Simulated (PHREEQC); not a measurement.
Consider water at 20 °C with 0.0023 mol/kgw NaHCO3, 0.00018 mol/kgw Na2SO4 and 0.0026 mol/kgw KCl. Closed to the air; pH follows from the charge balance.

Equilibrium calculation in PHREEQC: ion-association model, phreeqc.dat.

Each row changes one thing in this solution. No solid was allowed to form.

```
case                                pH  ionic strength (mol/kgw)  CO2 (mol/kgw)  CO3-2 (mol/kgw)  NaHCO3 (mol/kgw)  NaCO3- (mol/kgw)
--------------------------------  ----  ------------------------  -------------  ---------------  ----------------  ----------------
as made                           8.29                   0.00545        2.55e-5          2.34e-5           2.96e-6           6.60e-7
diluted 5-fold with water         8.28                   0.00109        5.45e-6          4.06e-6           1.29e-7           2.69e-8
KCl from 0.0026 to 0.013 mol/kgw  8.26                    0.0158        2.65e-5          2.45e-5           2.70e-6           5.81e-7
KCl left out                       [?]                   0.00285        2.51e-5          2.29e-5           3.08e-6           6.98e-7
temperature from 20 to 35 °C      8.17                   0.00545        2.84e-5          2.36e-5           2.71e-6           1.39e-6
diluted 10-fold with water        8.24                  0.000546        3.02e-6          1.79e-6           3.29e-8           6.19e-9
Na2SO4 left out                    [?]                   0.00492        2.54e-5          2.33e-5           2.58e-6           5.78e-7
```

Task: Complete the blanks.

Result: 
- KCl left out, pH: 8.31
- Na2SO4 left out, pH: 8.30
